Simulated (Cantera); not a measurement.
Charge: 1 mol Ti(OiPr)₄, 4.9 mol O₂, 140 mol H₂, equilibrated at 1400 K and 13.0 Pa.

These are equilibrium values from Cantera (NASA tables, ideal gas, pure condensed phases), not measurements of a reactor. Candidate condensed phases: C, C₆H₆, C₇H₈, C₈H₁₈, H₂O, Ti, TiC, TiO, TiO₂, Ti₂O₃, Ti₃O₅, Ti₄O₇; 113 gas species. The feed counts by its element totals alone. Rates play no part.

Base state: H₂ 0.927, CO 0.0722, H₂O 0.000775, H 0.000411, CO₂ 2.78e-5 (mole fractions); condensed: Ti₃O₅(s).

Q: What changes in the equilibrium state with this change: temperature from 1400 K to 1248 K?

A: 
```
species          before     after
-------------  --------  --------
H₂                0.927     0.927
CO               0.0722    0.0723
H₂O            0.000775  0.000300
H              0.000411   3.94e-5
CO₂             2.78e-5   1.50e-5
Ti₃O₅(s), mol     0.333   0.00906
Ti₄O₇(s), mol         0     0.243
```
Mutual solubility and eutectic melting of coexisting phases are not modelled. Condensed phases not in the tables: Magnéli phases beyond Ti₄O₇.

Q: What changes in the equilibrium state with this change: temperature from 1400 K to 1273.15 K?

A: 
| species | before | after |
|---|---|---|
| H₂ | 0.927 | 0.927 |
| CO | 0.0722 | 0.0723 |
| H₂O | 0.000775 | 0.000406 |
| H | 0.000411 | 6.04e-5 |
| CO₂ | 2.78e-5 | 1.91e-5 |
| Ti₃O₅(s), mol | 0.333 | 0.0821 |
| Ti₄O₇(s), mol | 0 | 0.188 |
Mutual solubility and eutectic melting of coexisting phases are not modelled. Condensed phases not in the tables: Magnéli phases beyond Ti₄O₇.

Q: What changes in the equilibrium state with this change: Ti(OiPr)₄ replaced by Ti?

A: 
```csv
species,before,after
H₂,0.927,0.944
H₂O,0.000775,0.0557
H,0.000411,0.000414
CO,0.0722,0
CO₂,2.78e-5,0
"Ti₃O₅(s), mol",0.333,0
"TiO₂(rutile), mol",0,1.00
```
